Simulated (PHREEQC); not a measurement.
1 kg of water meets 20 L of dry gas (CO2 0.68, N2 0.32 by moles) at fixed total pressure, at 100 °C; fugacities by Peng-Robinson. The gases take part in no redox reaction, some water evaporates into the gas, and hydrates or a liquid gas phase aren't modelled. Precipitation was switched off in this run.

Equilibrium calculation in PHREEQC: ion-association model, phreeqc.dat.

```
P (atm)  dissolved CO2 (all carbonate carbon) (mol/kgw)  φ of CO2  p of CO2 (atm)  dissolved N2 (mol/kgw)  φ of N2  p of N2 (atm)
-------  ----------------------------------------------  --------  --------------  ----------------------  -------  -------------
2                                               0.00711     0.996           0.676                0.000147    1.006          0.320
5                                                0.0280     0.987            2.70                0.000590    1.006           1.28
20                                                0.127     0.949            12.8                 0.00279    1.015           6.10
30                                                0.189     0.925            19.5                 0.00424    1.022           9.31
40                                                0.247     0.902            26.3                 0.00568    1.029           12.5
75                                                0.423     0.827            49.9                  0.0107    1.059           23.7
100                                               0.524     0.779            66.7                  0.0143    1.084           31.7
150                                               0.678     0.697             100                  0.0215    1.140           47.6
300                                               0.922     0.552             201                  0.0428    1.307           95.1
400                                                1.01     0.507             268                  0.0558    1.406            127
```

Complexes and solids missing from the database can't appear. Away from 25 °C the constants follow the database's enthalpies or fits; those with neither stay at their 25 °C values.
